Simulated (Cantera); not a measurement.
Mixture: CO : H2 : O2 : N2 = 1 : 0.12 : 1.17 : 6.77 (molar parts), at 3750 Torr, adiabatic and at constant volume. Ignition delay is the time to a rise of 400 K.

Model: GRI-Mech 3.0 (53 species, 325 reactions), integrated in Cantera. The hydrogen kinetics of GRI-Mech 3.0 are dated; newer H2 mechanisms differ, most at raised pressure.

```csv
quantity,before,after
delay at 998 K,8.37 ms,15.0 ms
delay at 1073 K,1.06 ms,1.83 ms
delay at 1148 K,0.158 ms,0.242 ms
delay at 1223 K,62.6 µs,0.101 ms
delay at 1298 K,38.7 µs,65.4 µs
delay at 1373 K,28.7 µs,49.4 µs
apparent activation energy between 1223 and 1373 K,73 kJ/mol,67 kJ/mol
```

**Question.** What was changed between the two runs?
A. pressure from 3750 Torr to 760 Torr
B. pressure from 3750 Torr to 825 Torr
C. N2 6.77 to 14 parts
D. CO 1 to 0.46 parts

**Answer.** D, CO 1 to 0.46 parts
